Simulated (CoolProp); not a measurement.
Dodecamethylcyclohexasiloxane (D6) along the isotherm 346.85 °C: fugacity coefficient from the reference equation and from simpler models built on Tc = 372.6 °C, pc = 0.9614 MPa, ω = 0.736; each cubic takes its own stable root.

Computed with CoolProp (reference Helmholtz-energy equation of state, Colonna 2008). It is a short technical equation, of lower accuracy than the large ones.

```json
[
 {"p (MPa)": "0.00152", "phase": "gas", "reference": "0.9992", "van der Waals": "0.9995", "Redlich-Kwong": "0.9994", "Soave-Redlich-Kwong": "0.9994", "Peng-Robinson": "0.9993"},
 {"p (MPa)": "0.00229", "phase": "gas", "reference": "0.9989", "van der Waals": "0.9992", "Redlich-Kwong": "0.9991", "Soave-Redlich-Kwong": "0.9990", "Peng-Robinson": "0.9989"},
 {"p (MPa)": "0.00346", "phase": "gas", "reference": "0.9983", "van der Waals": "0.9988", "Redlich-Kwong": "0.9986", "Soave-Redlich-Kwong": "0.9986", "Peng-Robinson": "0.9984"},
 {"p (MPa)": "0.00522", "phase": "gas", "reference": "0.9974", "van der Waals": "0.9982", "Redlich-Kwong": "0.9979", "Soave-Redlich-Kwong": "0.9978", "Peng-Robinson": "0.9976"},
 {"p (MPa)": "0.00787", "phase": "gas", "reference": "0.9961", "van der Waals": "0.9973", "Redlich-Kwong": "0.9969", "Soave-Redlich-Kwong": "0.9967", "Peng-Robinson": "0.9964"},
 {"p (MPa)": "0.0119", "phase": "gas", "reference": "0.9940", "van der Waals": "0.9959", "Redlich-Kwong": "0.9953", "Soave-Redlich-Kwong": "0.9950", "Peng-Robinson": "0.9945"},
 {"p (MPa)": "0.0179", "phase": "gas", "reference": "0.9911", "van der Waals": "0.9939", "Redlich-Kwong": "0.9929", "Soave-Redlich-Kwong": "0.9925", "Peng-Robinson": "0.9918"},
 {"p (MPa)": "0.027", "phase": "gas", "reference": "0.9865", "van der Waals": "0.9908", "Redlich-Kwong": "0.9893", "Soave-Redlich-Kwong": "0.9887", "Peng-Robinson": "0.9876"},
 {"p (MPa)": "0.0408", "phase": "gas", "reference": "0.9797", "van der Waals": "0.9861", "Redlich-Kwong": "0.9838", "Soave-Redlich-Kwong": "0.9830", "Peng-Robinson": "0.9813"},
 {"p (MPa)": "0.0615", "phase": "gas", "reference": "…", "van der Waals": "0.9791", "Redlich-Kwong": "0.9756", "Soave-Redlich-Kwong": "0.9743", "Peng-Robinson": "0.9719"},
 {"p (MPa)": "0.0928", "phase": "gas", "reference": "…", "van der Waals": "0.9685", "Redlich-Kwong": "0.9633", "Soave-Redlich-Kwong": "0.9614", "Peng-Robinson": "0.9577"},
 {"p (MPa)": "0.14", "phase": "gas", "reference": "0.9314", "van der Waals": "0.9525", "Redlich-Kwong": "…", "Soave-Redlich-Kwong": "0.9419", "Peng-Robinson": "0.9365"},
 {"p (MPa)": "0.211", "phase": "gas", "reference": "0.8976", "van der Waals": "…", "Redlich-Kwong": "…", "Soave-Redlich-Kwong": "0.9127", "Peng-Robinson": "…"},
 {"p (MPa)": "0.319", "phase": "gas", "reference": "0.8475", "van der Waals": "0.8919", "Redlich-Kwong": "0.8753", "Soave-Redlich-Kwong": "0.8687", "Peng-Robinson": "0.8576"},
 {"p (MPa)": "0.481", "phase": "gas", "reference": "…", "van der Waals": "0.8368", "Redlich-Kwong": "…", "Soave-Redlich-Kwong": "0.8028", "Peng-Robinson": "0.7876"}
]
```

Fill in the missing entries.


- 0.0615, reference: 0.9695
- 0.0928, reference: 0.9542
- 0.14, Redlich-Kwong: 0.9447
- 0.211, van der Waals: 0.9284
- 0.211, Redlich-Kwong: 0.9170
- 0.211, Peng-Robinson: 0.9049
- 0.481, reference: 0.7746
- 0.481, Redlich-Kwong: 0.8130
